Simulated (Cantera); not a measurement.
A closed system holds: 1 mol Fe₂O₃, 5.8 mol C, 1.4 mol N₂, equilibrated at 0.100 bar.

Equilibrium computed with Cantera from the NASA thermochemical tables; the gas is ideal and each condensed phase is pure. Candidate condensed phases: C, Fe, Fe(CO)₅, FeO, Fe₂O₃, Fe₃O₄; 27 gas species. Iron dissolves carbon and melts from about 1420 K in contact with it, which pure phases cannot show. Condensed phases not in the tables: cementite and carbon dissolved in iron. Rates play no part. All values below are at 2200 K.

Base state: CO 0.663, N₂ 0.309, Fe 0.0278, CN 1.06e-5 (mole fractions); condensed: C(graphite) + Fe(l).

Problem. What changes in the equilibrium state with this change: C from 5.8 to 0.54 mol?

Solution. 
```csv
species,before,after
N₂,0.309,0.714
CO₂,4.74e-7,0.221
CO,0.663,0.0548
Fe,0.0278,0.000625
O₂,<1e-9,0.00592
NO,<1e-9,0.00202
O,<1e-9,0.000658
FeO,3.23e-9,0.000411
CN,1.06e-5,<1e-9
"C(graphite), mol",2.80,0
"Fe(l), mol",1.87,0
"FeO(l), mol",0,2.00
```
The tables' stoichiometric FeO is somewhat more stable than real wüstite, so its field is too wide. FeO: taken at fixed stoichiometry.
